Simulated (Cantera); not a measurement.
An isothermal, constant-pressure homogeneous reactor starts with NH3 : H2 = 1 : 0.94 (molar parts), at 1973 K and 1330 Pa. Integrator tolerance rtol = 1e-08.

Computed with Cantera and the gas-phase N/H chemistry of the illustrative SiF4/NH3 mechanism in the Surface Chemkin manual (1991). Walls and surfaces, which speed up NH3 decomposition in real reactors, are not modelled.

```json
[
 {"quantity": "x(NH3) at 1.00 s", "before": "0.286 (gas-phase equilibrium 8.53e-8)", "after": "0.115 (gas-phase equilibrium 3.88e-7)"},
 {"quantity": "x(H2) at 1.00 s", "before": "0.637 (gas-phase equilibrium 0.820)", "after": "0.752 (gas-phase equilibrium 0.825)"},
 {"quantity": "x(N) at 1.00 s", "before": "1.23e-6 (gas-phase equilibrium 2.16e-9)", "after": "8.11e-7 (gas-phase equilibrium 1.02e-9)"},
 {"quantity": "x(H) at 1.00 s", "before": "0.000481 (gas-phase equilibrium 0.0107)", "after": "0.000652 (gas-phase equilibrium 0.00504)"},
 {"quantity": "x(N2H2) at 1.00 s", "before": "2.49e-6 (gas-phase equilibrium <1e-12)", "after": "5.41e-7 (gas-phase equilibrium <1e-12)"},
 {"quantity": "x(NH) at 1.00 s", "before": "1.54e-5 (gas-phase equilibrium 1.45e-9)", "after": "8.45e-6 (gas-phase equilibrium 1.46e-9)"}
]
```

Q: Which change was made?
A) pressure from 1330 Pa to 36000 Pa
B) NH3 1 to 0.29 parts
C) pressure from 1330 Pa to 6000 Pa
D) temperature 1973 to 1725 K

A: C, pressure from 1330 Pa to 6000 Pa
